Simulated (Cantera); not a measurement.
Input: 1 mol SiH4, 1.5 mol HCl, 33 mol H2, equilibrated at 1.00 bar.

Cantera equilibrium calculation (NASA polynomials, part measured and part estimated; ideal gas, pure solids and liquids). Candidate condensed phases: Si; 19 gas species. The tables' values for SiCl3 are old estimates; treat these amounts as uncertain. Kinetics and transport are ignored.

x: gas mole fraction; n: condensed amount in mol.

| T (°C) | x H2 | x HCl | x SiHCl3 | x SiCl4 | x SiCl2 | n Si(s) |
|---|---|---|---|---|---|---|
| 577 | 0.987 | 0.00126 | 0.00639 | 0.00491 | 1.91e-6 | 0.565 |
| 677 | 0.985 | 0.00357 | … | 0.00465 | 1.97e-5 | 0.589 |
| 777 | 0.982 | 0.00802 | … | 0.00400 | 0.000123 | 0.634 |
| 877 | 0.977 | 0.0148 | … | 0.00289 | 0.000497 | 0.700 |
| 977 | 0.971 | 0.0227 | … | 0.00155 | 0.00134 | 0.771 |
| 1077 | 0.966 | 0.0288 | … | 0.000553 | 0.00241 | 0.823 |
| 1177 | 0.964 | 0.0316 | … | 0.000146 | 0.00319 | 0.845 |
| 1277 | 0.963 | 0.0324 | … | 3.69e-5 | 0.00364 | 0.849 |

Q: Fill in the missing entries.

A: 
- 677, x SiHCl3: 0.00589
- 777, x SiHCl3: 0.00508
- 877, x SiHCl3: 0.00386
- 977, x SiHCl3: 0.00235
- 1077, x SiHCl3: 0.00106
- 1177, x SiHCl3: 0.000384
- 1277, x SiHCl3: 0.000135
